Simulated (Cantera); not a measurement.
A closed system holds: 1 mol Cr, 0.015 mol O2, 33 mol H2, 0.55 mol H2O, at 52.0 Pa.

Equilibrium computed with Cantera from the NASA thermochemical tables; the gas is ideal and each condensed phase is pure. Candidate condensed phases: Cr, Cr2O3, H2O; 13 gas species. Mutual solubility and eutectic melting of coexisting phases are not modelled. Rates play no part.

Task: Which condensed phases are stable at each of these points (T (K)): 1523, 1623, 1723, 1823, 1923, 2023, 2123?

Result: 
```csv
T (K),condensed phases,Cr condensed (%)
1523,Cr(s) + Cr2O3(s),94.2
1623,Cr(s) + Cr2O3(s),62.1
1723,Cr2O3(s),20.3
1823,gas only,0.0
1923,gas only,0.0
2023,gas only,0.0
2123,gas only,0.0
```

From 1523 K to 1623 K the condensed part is Cr(s) + Cr2O3(s). At 1723 K the condensed part is Cr2O3(s). From 1823 K to 2123 K nothing is condensed.
